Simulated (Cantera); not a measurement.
A Cantera script and what it prints.

```python
import numpy as np
import cantera as ct

gas_names = [...]  # 151 gases of nasa_gas.yaml made of C, H, N, O, Si
cond_names = """
    C(gr) C6H6(L) C7H8(L) C8H18(L),n-octa H2O(s) H2O(L) Si(cr) Si(L) SiC(b) SiO2(Lqz) SiO2(hqz) SiO2(L)
    Si2N2O(s) Si3N4(a)
""".split()


# ... load() reads the species with a 1 bar reference pressure and builds the phases ...
atoms = {
    'Si2H6': {'Si': 2, 'H': 6},
    'CO2': {'C': 1, 'O': 2},
    'N2': {'N': 2},
}
top_T = {'C(gr)': 4500, 'SiC(b)': 3050, 'Si2N2O(s)': 2100, 'Si3N4(a)': 2400}  # K; cautious upper limits of use, not melting points


# ... equilibrate(T, P, feed) seeds the gas with the atoms and calls Mixture.equilibrate('TP', solver="vcs", rtol=1e-11, max_steps=5000) ...
results = []
feed = {'Si2H6': 1, 'CO2': 0.28, 'N2': 2.3}  # mol
T = 1925  # K
P = 9700  # Pa
mix = equilibrate(T, P, feed)
results.append((T, P, feed, dict(zip(mix.species_names, mix.species_moles))))
x = sorted(zip(gas.X, gas.species_names), reverse=True)
print(f"T = {T:g} K  P = {P:g} Pa  gas = {mix.phase_moles(0):.4g} mol")
print("   x: " + "  ".join(f"{s} {v:.3e}" for v, s in x if v > 0.0001))
print("   condensed (mol): " + ("  ".join(f"{mix.phase(i).name} {mix.phase_moles(i):.4g}"
      for i in range(1, mix.n_phases) if mix.phase_moles(i) > 1e-12) or "none"))
```

It prints:

```
T = 1925 K  P = 9700 Pa  gas = 5.18 mol
   x: H2 5.779e-01  N2 3.776e-01  SiO 3.429e-02  CO 7.451e-03  H 2.333e-03  HCN 2.083e-04  Si 1.794e-04
   condensed (mol): Si(L) 0.893  SiC(b) 0.2402  Si2N2O(s) 0.3438
```

Cantera equilibrium calculation (NASA polynomials, part measured and part estimated; ideal gas, pure solids and liquids). The feed counts by its element totals alone. Mutual solubility and eutectic melting of coexisting phases are not modelled. The tables' values for SiN are old estimates; treat these amounts as uncertain. Gases not in the tables: Si2H6 and higher silanes.
